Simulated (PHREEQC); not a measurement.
Dissolve 0.0021 mol/kgw H2SeO3, 0.091 mol/kgw NaHCO3 and 0.4 mol/kgw NaCl at 4.4 °C. Closed to the air; pH follows from the charge balance.

The numbers come from PHREEQC with the ion-association model, wateq4f.dat.

This is a speciation only: nothing precipitates in the calculation.

Question: Predict the pH.

Answer: pH 7.71.

Question: In which forms is C present?

Answer: HCO3- 85 %, NaHCO3 10 %, CO2 3.6 % of the C.

Constants without temperature data keep their 25 °C values here.
